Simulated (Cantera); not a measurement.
Feed: 1 mol B2H6, 0.069 mol O2, 120 mol N2, held at 2225 K.

Method: chemical equilibrium by Gibbs-energy minimisation in Cantera with the NASA 1993 tables (ideal gas, pure condensed phases). Candidate condensed phases: B, BN, B2O3, B3O3H3, H2O; 39 gas species. The feed counts by its element totals alone. Rates play no part.

**Question.** At 0.0750 Torr, list the 6 most abundant gas species with their mole fractions, and the condensed phases.

**Answer.** N2 0.941, H 0.0396, B 0.0145, H2 0.00373, BO 0.00106, BN 9.07e-5. Condensed: gas only.
